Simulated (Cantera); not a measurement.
A closed system holds: 1 mol Nb2O5, 0.86 mol H2, at 1025 °C and 0.100 bar.

Method: chemical equilibrium by Gibbs-energy minimisation in Cantera with the NASA 1993 tables (ideal gas, pure condensed phases). Candidate condensed phases: H2O, Nb, NbO, NbO2, Nb2O5; 12 gas species. Mutual solubility and eutectic melting of coexisting phases are not modelled. Condensed phases not in the tables: the oxides between NbO2 and Nb2O5. Kinetics and transport are ignored.

Base state: H2 0.964, H2O 0.0362 (mole fractions); condensed: NbO2(s) + Nb2O5(s).

What changes in the equilibrium state with this change: Nb2O5 replaced by Al2O3?


```csv
species,before,after
H2,0.964,1.000
H2O,0.0362,1.13e-8
"NbO2(s), mol",0.0622,0
"Nb2O5(s), mol",0.969,0
"Al2O3(s), mol",0,1.00
```
Further candidate phases: Al, Al2O3.
